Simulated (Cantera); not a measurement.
**NO annealing gas**

An isothermal, constant-pressure homogeneous reactor starts with NO : N2 = 1 : 0.32 (molar parts), at 1923 K and 1.01 bar.

Detailed kinetics in Cantera: GRI-Mech 3.0 (53 species, 325 reactions).

| t (s) | x NO | x O | x NO2 | x N2O | x N2 | x O2 |
|---|---|---|---|---|---|---|
| 0.000300 | 0.757 | 1.73e-5 | 0.000106 | 9.21e-5 | 0.242 | 7.79e-6 |
| 0.000563 | 0.757 | 2.68e-5 | 0.000193 | 0.000146 | 0.243 | 3.64e-5 |
| 0.00106 | 0.757 | 3.65e-5 | 0.000285 | 0.000204 | 0.243 | 0.000153 |
| 0.00198 | 0.756 | 4.14e-5 | 0.000331 | 0.000245 | 0.243 | 0.000481 |
| 0.00371 | 0.754 | 4.34e-5 | 0.000347 | 0.000257 | 0.244 | 0.00117 |
| 0.00696 | 0.752 | 4.54e-5 | 0.000364 | 0.000256 | 0.245 | 0.00247 |
| 0.0131 | 0.747 | 4.88e-5 | 0.000393 | 0.000252 | 0.247 | 0.00490 |
| 0.0245 | 0.738 | 5.45e-5 | 0.000439 | 0.000245 | 0.252 | 0.00942 |
| 0.0459 | 0.721 | 6.36e-5 | 0.000509 | 0.000232 | 0.260 | 0.0177 |
| 0.0862 | 0.691 | 7.73e-5 | 0.000603 | 0.000212 | 0.275 | 0.0327 |
| 0.162 | 0.639 | 9.64e-5 | 0.000707 | 0.000179 | 0.301 | 0.0585 |
| 0.303 | 0.556 | 0.000121 | 0.000780 | 0.000133 | 0.343 | 0.100 |
| 0.569 | 0.438 | 0.000148 | 0.000764 | 8.14e-5 | 0.402 | 0.159 |
| 1.07 | 0.298 | 0.000176 | 0.000620 | 3.73e-5 | 0.472 | 0.229 |
| 2.00 | 0.168 | 0.000198 | 0.000394 | 1.18e-5 | 0.537 | 0.294 |
x: mole fraction; the columns are a selection and need not sum to one.

Equilibrium at this temperature and pressure: NO 0.00730, O 0.000221, NO2 1.93e-5, N2O 3.68e-7, N2 0.617, O2 0.375 (gas phase only).
